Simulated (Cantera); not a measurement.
Reactions in the system C-H-N-Ta

Cantera with NASA thermochemical tables; ideal gases at 1 bar, condensed phases pure. Values are per mole of reaction as written; species without (g) are pure solids or liquids, kept so even where they would boil at 1 bar. TaC: taken at fixed stoichiometry.

3 TaC + NH₃(g) = HCN(g) + 3 Ta + C₂H₂(g)

| T (K) | ΔH° (kJ) | ΔS° (J/K) | ΔG° (kJ) | log10 K |
|---|---|---|---|---|
| 300 | 841.4 | 207.3 | 779.2 | -135.68 |
| 1398 | 836.3 | 203.8 | 551.4 | -20.60 |
| 1498 | 835.2 | 203.0 | 531.1 | -18.52 |
| 1598 | 833.9 | 202.2 | 510.8 | -16.70 |
| 1698 | 832.5 | 201.3 | 490.6 | -15.09 |
| 1798 | 831.1 | 200.5 | 470.6 | -13.67 |
| 1898 | 829.5 | 199.7 | 450.5 | -12.40 |
| 1998 | 827.9 | 198.8 | 430.6 | -11.26 |

9 TaC + 8 NH₃(g) = 8 N(g) + 3 C₃H₈(g) + 9 Ta

```
T (K)  ΔH° (kJ)  ΔS° (J/K)  ΔG° (kJ)  log10 K
-----  --------  ---------  --------  -------
300      5131.8      487.0    4985.6  -868.06
1398     5154.3      510.4    4440.7  -165.92
1498     5156.6      512.1    4389.6  -153.06
1598     5158.7      513.4    4338.3  -141.81
1698     5160.4      514.4    4286.9  -131.87
1798     5161.8      515.2    4235.4  -123.04
1898     5162.9      515.8    4183.9  -115.14
1998     5163.5      516.1    4132.3  -108.03
```
